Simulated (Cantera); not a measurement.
## Adiabatic ignition

An adiabatic, constant-volume homogeneous reactor starts with CH₄ : H₂ : O₂ : N₂ = 1 : 0.038 : 4.92 : 18.5 (molar parts), equivalence ratio 0.41, at 1125 K and 1.01 bar.

Cantera simulation using GRI-Mech 3.0 (53 species, 325 reactions); the numbers are that mechanism's predictions, not measurements.

| t (s) | T (K) | P (bar) | x CH₄ | x H₂ | x O₂ | x C₂H₄ | x CH₃ | x HCO | x O |
|---|---|---|---|---|---|---|---|---|---|
| 2.00e-6 | 1125 | 1.01 | 0.0409 | 0.00155 | 0.201 | <1e-12 | 1.71e-10 | <1e-12 | 1.47e-12 |
| 6.54e-6 | 1125 | 1.01 | 0.0409 | 0.00155 | 0.201 | <1e-12 | 5.80e-10 | <1e-12 | 5.30e-12 |
| 2.14e-5 | 1125 | 1.01 | 0.0409 | 0.00155 | 0.201 | <1e-12 | 1.97e-9 | <1e-12 | 8.04e-12 |
| 7.00e-5 | 1125 | 1.01 | 0.0409 | 0.00155 | 0.201 | <1e-12 | 6.64e-9 | <1e-12 | 1.24e-11 |
| 0.000229 | 1125 | 1.01 | 0.0409 | 0.00155 | 0.201 | <1e-12 | 2.31e-8 | <1e-12 | 2.77e-11 |
| 0.000749 | 1125 | 1.01 | 0.0409 | 0.00155 | 0.201 | 2.42e-12 | 9.32e-8 | <1e-12 | 9.43e-11 |
| 0.00245 | 1125 | 1.01 | 0.0409 | 0.00155 | 0.201 | 2.73e-10 | 6.36e-7 | <1e-12 | 6.38e-10 |
| 0.00801 | 1125 | 1.01 | 0.0409 | 0.00155 | 0.201 | 1.19e-7 | 5.89e-6 | 8.74e-12 | 6.83e-9 |
| 0.0262 | 1128 | 1.02 | 0.0405 | 0.00153 | 0.201 | 4.46e-6 | 1.01e-5 | 1.64e-10 | 1.68e-8 |
| 0.0857 | 2223 | 2.00 | <1e-12 | 0.000223 | 0.117 | <1e-12 | <1e-12 | 1.82e-11 | 0.000760 |
| 0.280 | 2209 | 1.99 | <1e-12 | 0.000208 | 0.114 | <1e-12 | <1e-12 | 1.53e-11 | 0.000690 |
| 0.917 | 2205 | 1.99 | <1e-12 | 0.000203 | 0.113 | <1e-12 | <1e-12 | 1.45e-11 | 0.000670 |
| 3.00 | 2205 | 1.99 | <1e-12 | 0.000203 | 0.113 | <1e-12 | <1e-12 | 1.45e-11 | 0.000670 |
x: mole fraction; the columns are a selection and need not sum to one.

```
Property                                                               Value
---------------------------------  -----------------------------------------
time of steepest temperature rise                                    50.7 ms
temperature at 3.00 s                                                 2205 K
equilibrium temperature                                               2205 K
x(CH₄) at 3.00 s                       <1e-12 (gas-phase equilibrium <1e-12)
x(H₂) at 3.00 s                    0.000203 (gas-phase equilibrium 0.000203)
x(O₂) at 3.00 s                          0.113 (gas-phase equilibrium 0.113)
```
